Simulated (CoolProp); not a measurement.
Vapour-liquid equilibrium of toluene (1) + ethylbenzene (2) at 0.319 MPa; x and y are mole fractions of (1).

Model: multi-fluid Helmholtz-energy mixture model, Lemmon 2006 and Zhou 2012; pair parameters Bell 2016, in CoolProp.

```json
[
 {"x": "0.05", "bubble temperature (K)": "456.1", "y at the bubble point": "0.082", "dew temperature at overall composition x (K)": "456.8", "liquid density (mol/L)": "6.740"},
 {"x": "0.2", "bubble temperature (K)": "451.2", "y at the bubble point": "0.294", "dew temperature at overall composition x (K)": "453.4", "liquid density (mol/L)": "6.917"},
 {"x": "0.35", "bubble temperature (K)": "446.7", "y at the bubble point": "0.473", "dew temperature at overall composition x (K)": "449.8", "liquid density (mol/L)": "7.097"},
 {"x": "0.5", "bubble temperature (K)": "442.6", "y at the bubble point": "0.627", "dew temperature at overall composition x (K)": "446.0", "liquid density (mol/L)": "7.280"},
 {"x": "0.65", "bubble temperature (K)": "438.6", "y at the bubble point": "0.761", "dew temperature at overall composition x (K)": "441.9", "liquid density (mol/L)": "7.467"},
 {"x": "0.8", "bubble temperature (K)": "434.7", "y at the bubble point": "0.876", "dew temperature at overall composition x (K)": "437.3", "liquid density (mol/L)": "7.659"},
 {"x": "0.95", "bubble temperature (K)": "431.0", "y at the bubble point": "0.972", "dew temperature at overall composition x (K)": "431.9", "liquid density (mol/L)": "7.853"}
]
```

No azeotrope shows between x = 0.05 and 0.95.

Pair parameters are fitted to limited data, so mixtures are less certain than the pure fluids.
